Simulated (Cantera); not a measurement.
Cantera with NASA thermochemical tables; ideal gases at 1 bar, condensed phases pure. Values are per mole of reaction as written; species without (g) are pure solids or liquids, kept so even where they would boil at 1 bar.

**Question.** Between 1200 and 1600 K, where is each reaction favourable under standard conditions?
- 2 SO3(g) + SF4(g) ⇌ 4 F(g) + 3 SO2(g)
- 2 SF4(g) ⇌ 8 F(g) + S2(g)

**Answer.** 
- 2 SO3(g) + SF4(g) ⇌ 4 F(g) + 3 SO2(g): ΔG° is 294 kJ at 1200 K and 64 kJ at 1600 K; it stays positive (K < 1). ΔH° is 979 kJ and ΔS° 572 J/K at 1600 K.
- 2 SF4(g) ⇌ 8 F(g) + S2(g): ΔG° is 1189 kJ at 1200 K and 819 kJ at 1600 K; it stays positive (K < 1). ΔH° is 2300 kJ and ΔS° 926 J/K at 1600 K.
